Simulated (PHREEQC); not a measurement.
# Buffer: speciation

Dissolve 2.9 mmol/kgw KHCO3, 6.3 mmol/kgw Na2CO3 and 130 mmol/kgw NaCl at 80 °C. Closed to the air; pH follows from the charge balance.

All values are PHREEQC results (ion-association model, phreeqc.dat), not measurements.

```json
{
 "pH": "9.04",
 "ionic_strength": "0.141 mol/kgw",
 "specific_conductance": "34700 µS/cm",
 "density": "0.978 g/cm³",
 "total_alkalinity": "15.5 meq/kg"
}
```

```
species  molality  activity   log γ
-------  --------  --------  ------
Na+         0.137     0.102  -0.130
Cl-         0.130    0.0932  -0.144
NaCO3-    0.00527   0.00389  -0.132
HCO3-     0.00319   0.00238  -0.127
K+        0.00290   0.00207  -0.146
CO3-2    0.000636  0.000197  -0.509
OH-      0.000400  0.000284  -0.148
NaHCO3   0.000101  0.000105   0.014
```

Precipitation was switched off in this run. Constants without temperature data keep their 25 °C values here.
